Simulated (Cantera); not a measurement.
Charge: 1 mol Fe2O3, 12 mol CO, 1 mol H2, at 2102 °C and 21.0 mbar.

These are equilibrium values from Cantera (NASA tables, ideal gas, pure condensed phases), not measurements of a reactor. Candidate condensed phases: C, C6H6, C7H8, C8H18, Fe, Fe(CO)5, FeO, Fe(OH)2, Fe(OH)3, Fe2O3, Fe3O4, H2O; 114 gas species. The numbers say what is thermodynamically allowed, not how fast it happens.

Base state: CO 0.640, CO2 0.151, Fe 0.124, H2O 0.0327, H2 0.0238, H 0.0150, FeO 0.00724, OH 0.00367 (mole fractions); condensed: gas only.

**Question.** What changes in the equilibrium state with this change: H2 from 1 to 9.2 mol?

**Answer.** 
```csv
species,before,after
CO,0.640,0.475
H2,0.0238,0.266
H2O,0.0327,0.0926
CO2,0.151,0.0283
H,0.0150,0.0502
Fe,0.124,0.0826
O2,0.000888,5.69e-5
FeO,0.00724,0.00122
O,0.00156,0.000394
```
